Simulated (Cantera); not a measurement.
A perfectly stirred reactor is fed with CH4 : H2 = 1 : 1.3 (molar parts), at 1.00 bar; it is held at 1898 K, and followed from long to short residence time.

Computed with Cantera and GRI-Mech 3.0 (53 species, 325 reactions). GRI-Mech 3.0 stops at C3 and has no aromatics, soot or wall deposition, so with more carbon than oxygen in the feed, carbon stays in small species such as C2H2 where larger ones or solid carbon would form.

### Question
What does this change do: pressure from 1.00 bar to 0.400 bar?

### Answer
```
quantity                 before     after
---------------------  --------  --------
x(CH4) at τ = 21.0 s    0.00881   0.00410
x(H2) at τ = 21.0 s       0.842     0.845
x(CH3) at τ = 21.0 s   0.000151  0.000111
x(H) at τ = 21.0 s     0.000722   0.00114
x(CH2) at τ = 21.0 s    1.56e-7   1.80e-7
x(CH4) at τ = 86.0 ms    0.0323    0.0349
x(H2) at τ = 86.0 ms      0.826     0.824
x(CH3) at τ = 86.0 ms  0.000537  0.000888
x(H) at τ = 86.0 ms    0.000690   0.00105
x(CH2) at τ = 86.0 ms   4.94e-7   1.17e-6
```
